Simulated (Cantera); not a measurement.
A perfectly stirred reactor is fed with CO : O₂ : H₂O : N₂ = 0.025 : 0.0095 : 0.045 : 1 (molar parts), equivalence ratio 1.3, at 780000 Pa; it is held at 1148 K, and followed from long to short residence time.

Detailed kinetics in Cantera: GRI-Mech 3.0 (53 species, 325 reactions).

Task: What does this change do: 0.0033 parts H2 added?

Result: 
| quantity | before | after |
|---|---|---|
| x(CO) at τ = 0.430 s | 0.00585 | 0.00744 |
| x(O₂) at τ = 0.430 s | 0.000504 | 0.000307 |
| x(H₂O) at τ = 0.430 s | 0.0413 | 0.0431 |
| x(O) at τ = 0.430 s | 8.02e-8 | 5.03e-8 |
| x(H₂O₂) at τ = 0.430 s | 5.70e-8 | 3.24e-8 |
| x(CO) at τ = 12.0 ms | 0.0183 | 0.0179 |
| x(O₂) at τ = 12.0 ms | 0.00646 | 0.00530 |
| x(H₂O) at τ = 12.0 ms | 0.0416 | 0.0434 |
| x(O) at τ = 12.0 ms | 8.12e-7 | 7.18e-7 |
| x(H₂O₂) at τ = 12.0 ms | 1.68e-6 | 2.33e-6 |
The hydrogen kinetics of GRI-Mech 3.0 are dated; newer H2 mechanisms differ, most at raised pressure.
